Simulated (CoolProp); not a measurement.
Values from CoolProp's reference Helmholtz-energy equation of state, Lemmon 2005. It is a short technical equation, of lower accuracy than the large ones.

### Question
Give the vapour pressure (bar), liquid density (kg/m³), vapour density (kg/m³), enthalpy of vaporisation (kJ/kg) of saturated cis-2-butene at 298.5, 349.6 K.

### Answer
```
T (K)  p (bar)  liquid density (kg/m³)  vapour density (kg/m³)  enthalpy of vaporisation (kJ/kg)
-----  -------  ----------------------  ----------------------  --------------------------------
298.5     2.16                     615                    5.24                               392
349.6     8.59                     548                    20.0                               329
```
